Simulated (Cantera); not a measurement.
Charge: 1 mol Si3N4, 0.65 mol H2, held at 2275 K and 101000 Pa.

Method: chemical equilibrium by Gibbs-energy minimisation in Cantera with the NASA 1993 tables (ideal gas, pure condensed phases). Candidate condensed phases: Si, Si3N4; 18 gas species. The tables' values for SiN are old estimates; treat these amounts as uncertain. Gases not in the tables: Si2H6 and higher silanes. The numbers say what is thermodynamically allowed, not how fast it happens.

Base state: N2 0.752, H2 0.242, H 0.00415, Si 0.000735, SiH 0.000140, SiH2 0.000101, Si2N 9.79e-5, SiN 9.40e-5 (mole fractions); condensed: Si(l).

Question: What changes in the equilibrium state with this change: temperature from 2275 K to 2223 K?

Answer: 
| species | before | after |
|---|---|---|
| N2 | 0.752 | 0.753 |
| H2 | 0.242 | 0.243 |
| H | 0.00415 | 0.00314 |
| Si | 0.000735 | 0.000454 |
| Si2 | 1.36e-5 | 7.60e-6 |
| SiN | 9.40e-5 | 6.40e-5 |
| Si(l), mol | 3.00 | 3.00 |

Question: What changes in the equilibrium state with this change: temperature from 2275 K to 1448.15 K?

Answer: 
```json
[
 {"species": "H2", "before": "0.242", "after": "1.000"},
 {"species": "N2", "before": "0.752", "after": "1.62e-5"},
 {"species": "H", "before": "0.00415", "after": "9.17e-6"},
 {"species": "SiH2", "before": "0.000101", "after": "7.50e-7"},
 {"species": "Si", "before": "0.000735", "after": "2.90e-9"},
 {"species": "Si2N", "before": "9.79e-5", "after": "<1e-9"},
 {"species": "Si(l), mol", "before": "3.00", "after": "0"},
 {"species": "Si3N4(s), mol", "before": "0", "after": "1.000"}
]
```
